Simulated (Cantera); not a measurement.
A closed system holds: 1 mol SiCl₄, 1.2 mol Cl₂, 1.8 mol H₂, at 6.90 bar.

Method: chemical equilibrium by Gibbs-energy minimisation in Cantera with the NASA 1993 tables (ideal gas, pure condensed phases). Candidate condensed phases: Si; 19 gas species. Kinetics and transport are ignored.

**Question.** At 775 K, list the 4 most abundant gas species with their mole fractions, and the condensed phases.

**Answer.** HCl 0.600, SiCl₄ 0.250, H₂ 0.150, SiHCl₃ 4.04e-5. Condensed: gas only.
